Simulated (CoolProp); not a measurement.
Vapour-liquid equilibrium of dimethyl carbonate (1) + n-heptane (2) at 393 K; x and y are mole fractions of (1).

Values from CoolProp's multi-fluid Helmholtz-energy mixture model, Zhou 2011 and Span 2003; pair parameters Bell 2016.

| x | bubble pressure (MPa) | y at the bubble point | dew pressure at overall composition x (MPa) | liquid density (mol/L) |
|---|---|---|---|---|
| 0.05 | 0.2069 | 0.149 | … | 6.036 |
| 0.2 | 0.2555 | … | 0.2161 | … |
| 0.35 | 0.2802 | … | … | … |
| 0.5 | 0.2911 | 0.577 | 0.2794 | 7.435 |
| 0.65 | 0.2937 | 0.638 | 0.2933 | 8.108 |
| 0.8 | 0.2875 | 0.718 | … | 8.932 |
| 0.95 | … | 0.886 | 0.2488 | 9.942 |

Problem. Complete the blanks.

Solution. 
- 0.05, dew pressure at overall composition x (MPa): 0.1904
- 0.2, y at the bubble point: 0.389
- 0.2, liquid density (mol/L): 6.422
- 0.35, y at the bubble point: 0.504
- 0.35, dew pressure at overall composition x (MPa): 0.2469
- 0.35, liquid density (mol/L): 6.881
- 0.8, dew pressure at overall composition x (MPa): 0.2750
- 0.95, bubble pressure (MPa): 0.2601

y crosses x between x = 0.5 and 0.65: the model has an azeotrope there.

The pair parameters rest on a limited set of measurements; away from them the model extrapolates.
